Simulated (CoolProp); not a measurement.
Ethane at 296.02 K and 5.91 MPa flows at 0.5 m/s in a round tube of 100 mm bore and 15 µm roughness, fully developed (64/Re and Nu = 3.66 if laminar; Colebrook and Gnielinski if turbulent). Each further row changes one setting.

The numbers come from the reference Helmholtz-energy equation of state, Bücker 2006 in CoolProp.

```
case             Reynolds number  Darcy friction factor  pressure drop (Pa/m)  heat-transfer coefficient (W/(m² K))  mass flow (kg/h)
---------------  ---------------  ---------------------  --------------------  ------------------------------------  ----------------
as stated                 384000                 0.0154                  6.92                                   985              5080
velocity 1 m/s            768000                 0.0144                  25.9                                  1860             10200
diameter 200 mm           768000                 0.0134                  3.02                                   879             20300
```

Viscosity comes from a separate model (Friend 1991). Thermal conductivity comes from a separate model (Friend 1991).
